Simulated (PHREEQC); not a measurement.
Solution (5 °C): 4.8e-05 mol/kgw Ca(HCO3)2, 0.004 mol/kgw Na2HPO4 and 0.00081 mol/kgw H4SiO4. Closed to the air; pH follows from the charge balance.

Equilibrium calculation in PHREEQC: ion-association model, phreeqc.dat.

Precipitation was switched off in this run.

Problem. What pH, ionic strength, specific conductance does the model give?

Solution. pH 8.89; ionic strength 0.0119 mol/kgw; specific conductance 423 µS/cm.

Problem. In which forms is C present?

Solution. HCO3- 96 %, CO3-2 2.8 % of the C.

Saturation is exceeded, for instance for Hydroxyapatite, Quartz (slow to form); the values hold only as long as no solid forms. Constants without temperature data keep their 25 °C values here.
